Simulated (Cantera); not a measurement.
Feed: 1 mol CuO, 1.7 mol CH4, 0.11 mol H2, equilibrated at 75.0 Torr.

Equilibrium computed with Cantera from the NASA thermochemical tables; the gas is ideal and each condensed phase is pure. Candidate condensed phases: C, C6H6, C7H8, C8H18, Cu, CuO, Cu(OH)2, Cu2O, H2O; 113 gas species. Kinetics and transport are ignored. All values below are at 1973 K.

Base state: H2 0.748, CO 0.214, Cu 0.0334, H 0.00369, C2H2 (acetylene) 0.000479, Cu2 0.000126, CH4 2.56e-5 (mole fractions); condensed: C(graphite) + Cu(l).

Problem. What changes in the equilibrium state with this change: pressure from 75.0 Torr to 7.50 Torr?

Solution. 
| species | before | after |
|---|---|---|
| H2 | 0.748 | 0.628 |
| CO | 0.214 | 0.181 |
| Cu | 0.0334 | 0.180 |
| H | 0.00369 | 0.0107 |
| CH4 | 2.56e-5 | 1.80e-6 |
| Cu2 | 0.000126 | 0.000365 |
| C2H2 (acetylene) | 0.000479 | 0.000402 |
| C(graphite), mol | 0.695 | 0.696 |
| Cu(l), mol | 0.843 | 0 |
